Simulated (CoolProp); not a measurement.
Properties of octamethylcyclotetrasiloxane (D4) at several states.

Model: reference Helmholtz-energy equation of state, Thol 2015, in CoolProp.

```tsv
T (°C)	p (MPa)	phase	speed of sound (m/s)	Joule-Thomson coefficient (K/MPa)	isothermal compressibility (1/MPa)	expansivity (1/kK)	fugacity coefficient
72.95	0.792	liquid	(withheld)	(withheld)	(withheld)	1.295	(withheld)
169.05	0.287	liquid	(withheld)	-0.1397	0.006423	(withheld)	0.2840
51.15	0.736	liquid	835.1	-0.3775	0.001872	1.243	0.001141
336.65	2.14	supercritical	83.16	7.814	0.5017	(withheld)	0.5462
345.65	0.306	gas	123.9	7.862	3.516	2.111	0.9359
```

### Question
Some entries are withheld; supply them.

### Answer

- 72.95, speed of sound (m/s): 767.0
- 72.95, Joule-Thomson coefficient (K/MPa): -0.3500
- 72.95, isothermal compressibility (1/MPa): 0.002263
- 72.95, fugacity coefficient: 0.003508
- 169.05, speed of sound (m/s): 483.5
- 169.05, expansivity (1/kK): 1.777
- 336.65, expansivity (1/kK): 16.84
